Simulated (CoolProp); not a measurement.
Computed with CoolProp (reference Helmholtz-energy equation of state, Gao 2020).

**Question.** For ammonia, give the phase and the density (kg/m³), Joule-Thomson coefficient (K/MPa), conductivity (mW/(m K)), Prandtl number at 70.75 °C and 20.1 MPa; 151.85 °C and 18.8 MPa.

**Answer.** 
- 70.75 °C and 20.1 MPa: liquid; density 553, Joule-Thomson coefficient 0.00326, conductivity 402, Prandtl number 1.20
- 151.85 °C and 18.8 MPa: supercritical; density 335, Joule-Thomson coefficient 1.72, conductivity 207, Prandtl number 2.07

Viscosity comes from a separate model (Fenghour 1995). Thermal conductivity comes from a separate model (Tufeu 1984).
